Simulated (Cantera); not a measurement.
## Transport properties of process gases

Gas mixture: 19.0 % N₂O, 81.0 % N₂, at 190 Pa, frozen composition.

Cantera's kinetic-theory transport with the Lennard-Jones parameters of GRI-Mech 3.0, ideal gas; thermal conductivity in the multicomponent form. The composition is frozen, though it would react at the higher temperatures.

```json
[
 {"T (K)": "400", "ρ (kg/m³)": "0.00177", "cp (J/kg/K)": "1026", "μ (µPa s)": "21.7", "λ (mW/m/K)": "31.3", "Pr": "0.711", "D (cm²/s) NO": "171", "D (cm²/s) C₂H₂": "141", "D (cm²/s) H₂O": "198"},
 {"T (K)": "650", "ρ (kg/m³)": "0.00109", "cp (J/kg/K)": "1096", "μ (µPa s)": "30.8", "λ (mW/m/K)": "47.2", "Pr": "0.715", "D (cm²/s) NO": "392", "D (cm²/s) C₂H₂": "331", "D (cm²/s) H₂O": "490"},
 {"T (K)": "900", "ρ (kg/m³)": "0.000788", "cp (J/kg/K)": "1168", "μ (µPa s)": "38.5", "λ (mW/m/K)": "62.8", "Pr": "0.716", "D (cm²/s) NO": "678", "D (cm²/s) C₂H₂": "578", "D (cm²/s) H₂O": "877"},
 {"T (K)": "1150", "ρ (kg/m³)": "0.000617", "cp (J/kg/K)": "1220", "μ (µPa s)": "45.3", "λ (mW/m/K)": "77.2", "Pr": "0.716", "D (cm²/s) NO": "1020", "D (cm²/s) C₂H₂": "874", "D (cm²/s) H₂O": "1350"},
 {"T (K)": "1400", "ρ (kg/m³)": "0.000507", "cp (J/kg/K)": "1257", "μ (µPa s)": "51.5", "λ (mW/m/K)": "90.5", "Pr": "0.716", "D (cm²/s) NO": "1420", "D (cm²/s) C₂H₂": "1220", "D (cm²/s) H₂O": "1890"},
 {"T (K)": "1650", "ρ (kg/m³)": "0.000430", "cp (J/kg/K)": "1285", "μ (µPa s)": "57.4", "λ (mW/m/K)": "103", "Pr": "0.716", "D (cm²/s) NO": "1860", "D (cm²/s) C₂H₂": "1600", "D (cm²/s) H₂O": "2500"},
 {"T (K)": "1900", "ρ (kg/m³)": "0.000373", "cp (J/kg/K)": "1306", "μ (µPa s)": "62.9", "λ (mW/m/K)": "115", "Pr": "0.715", "D (cm²/s) NO": "2350", "D (cm²/s) C₂H₂": "2020", "D (cm²/s) H₂O": "3170"}
]
```
D: mixture-averaged diffusion coefficient of that species in the mixture.
